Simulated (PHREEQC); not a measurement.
Consider water at 25 °C with 0.19 mol/kgw CuCl2, 0.00019 mol/kgw HNO3 and 0.18 mol/kgw NaCl. Closed to the air; pH follows from the charge balance.

The numbers come from PHREEQC with the ion-association model, phreeqc.dat.

Each row changes one thing in this solution. This is a speciation only: nothing precipitates in the calculation.

| case | pH | ionic strength (mol/kgw) | Cl- (mol/kgw) | Cu+2 (mol/kgw) | CuCl+ (mol/kgw) | CuCl2 (mol/kgw) |
|---|---|---|---|---|---|---|
| as made | 3.81 | 0.648 | 0.507 | 0.141 | 0.0447 | 0.00419 |
| NaCl left out | 3.79 | 0.493 | 0.340 | 0.153 | 0.0350 | 0.00242 |
| CuCl2 from 0.19 to 0.095 mol/kgw | 3.82 | 0.424 | 0.349 | 0.0752 | 0.0185 | 0.00137 |
| 0.0025 mol/kgw HBr added | [?] | 0.651 | 0.507 | 0.141 | 0.0447 | 0.00419 |
| HNO3 replaced by Al(NO3)3 at the same molality | 4.18 | 0.649 | 0.507 | 0.141 | 0.0447 | 0.00419 |
| temperature from 25 to 15 °C | 3.82 | 0.680 | 0.524 | [?] | [?] | 0.00268 |

Problem. Some entries are withheld; supply them.

Solution. 
- 0.0025 mol/kgw HBr added, pH: 2.69
- temperature from 25 to 15 °C, Cu+2 (mol/kgw): 0.156
- temperature from 25 to 15 °C, CuCl+ (mol/kgw): 0.0311
